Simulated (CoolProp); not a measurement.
Saturation properties of hydrogen chloride.

Computed with CoolProp (reference Helmholtz-energy equation of state, Thol 2018).

| T (°C) | p (bar) | liquid density (kg/m³) | vapour Z |
|---|---|---|---|
| -15.25 | 17.01 | 984.6 | 0.8087 |
| -7.85 | 20.98 | 958.0 | 0.7799 |
| -0.35 | 25.66 | 929.2 | 0.7477 |
| 7.05 | 30.99 | … | 0.7126 |
| 14.45 | 37.12 | … | 0.6734 |
| 21.95 | 44.21 | … | 0.6285 |
| 29.35 | 52.17 | 782.8 | 0.5777 |
| 36.75 | 61.22 | 729.4 | 0.5173 |
| 44.25 | 71.63 | 654.9 | 0.4384 |

Question: Some entries are withheld; supply them.

Answer: 
- 7.05, liquid density (kg/m³): 898.4
- 14.45, liquid density (kg/m³): 864.7
- 21.95, liquid density (kg/m³): 826.5

It boils at -85.0 °C under 1 atm.
